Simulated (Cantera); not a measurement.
**Silicon carbide growth: SiH2Cl2 + C2H2 + H2**

Input: 1 mol SiH2Cl2, 0.31 mol C2H2, 400 mol H2, held at 0.660 bar.

These are equilibrium values from Cantera (NASA tables, ideal gas, pure condensed phases), not measurements of a reactor. Candidate condensed phases: C, C6H6, C7H8, C8H18, Si, SiC; 109 gas species. Mutual solubility and eutectic melting of coexisting phases are not modelled. The tables' values for SiCl are old estimates; treat these amounts as uncertain. Gases not in the tables: Si2H6 and higher silanes. Equilibrium is a limit: real reactors are often held back by kinetics, nucleation or transport.

At 948 K the condensed part is SiC(s). From 1148 K to 1548 K the condensed part is Si(s) + SiC(s). From 1748 K to 2148 K the condensed part is Si(l) + SiC(s). At 2348 K the condensed part is SiC(s). At 2548 K nothing is condensed. The main Si-bearing gas is SiHCl3 at 948 K and Si at 2548 K. The share of Si in condensed phases is highest at 1348 K (96.8 %) and lowest at 2548 K (0.0 %).

| T (K) | log p H2 | log p H | log p HCl | log p Si | log p C2H2 (acetylene) | log p SiHCl3 | log p SiH | log p SiH2 | n SiC(s) | n Si(s) | n Si(l) |
|---|---|---|---|---|---|---|---|---|---|---|---|
| 948 | -0.18 | -9.37 | -2.89 | <-12 | <-12 | -3.42 | <-12 | -10.97 | 0.607 | 0 | 0 |
| 1148 | -0.18 | -7.24 | -2.53 | <-12 | <-12 | -4.32 | -11.50 | -8.58 | 0.612 | 0.312 | 0 |
| 1348 | -0.18 | -5.73 | -2.50 | -9.73 | -10.95 | -5.67 | -9.01 | -6.95 | 0.614 | 0.354 | 0 |
| 1548 | -0.18 | -4.60 | -2.50 | -7.50 | -9.10 | -6.72 | -7.17 | -5.75 | 0.615 | 0.351 | 0 |
| 1748 | -0.18 | -3.73 | -2.50 | -5.84 | -7.58 | -7.58 | -5.80 | -4.87 | 0.615 | 0 | 0.342 |
| 1948 | -0.18 | -3.04 | -2.50 | -4.63 | -6.15 | -8.37 | -4.84 | -4.29 | 0.613 | 0 | 0.305 |
| 2148 | -0.19 | -2.47 | -2.50 | -3.66 | -4.98 | -9.02 | -4.06 | -3.82 | 0.593 | 0 | 0.0804 |
| 2348 | -0.19 | -2.00 | -2.50 | -3.12 | -3.49 | -9.81 | -3.68 | -3.70 | 0.147 | 0 | 0 |
| 2548 | -0.20 | -1.61 | -2.51 | -2.94 | -3.34 | -10.78 | -3.65 | -3.89 | 0 | 0 | 0 |
log p: log10 of the partial pressure in bar; n: condensed amount in mol.
